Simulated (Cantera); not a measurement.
Input: 1 mol CaCl₂, 110 mol H₂, 0.86 mol HCl, at 1002 °C and 6.50e-6 bar.

Equilibrium computed with Cantera from the NASA thermochemical tables; the gas is ideal and each condensed phase is pure. Candidate condensed phases: Ca, CaCl₂; 9 gas species. Equilibrium is a limit: real reactors are often held back by kinetics, nucleation or transport.

Base state: H₂ 0.983, CaCl₂ 0.00893, HCl 0.00769, H 0.000287 (mole fractions); condensed: gas only.

Q: What changes in the equilibrium state with this change: temperature from 1002 °C to 427 °C?

A: 
```
species          before    after
-------------  --------  -------
H₂                0.983    0.992
HCl             0.00769  0.00776
CaCl₂           0.00893    <1e-9
H              0.000287    <1e-9
CaCl₂(s), mol         0     1.00
```
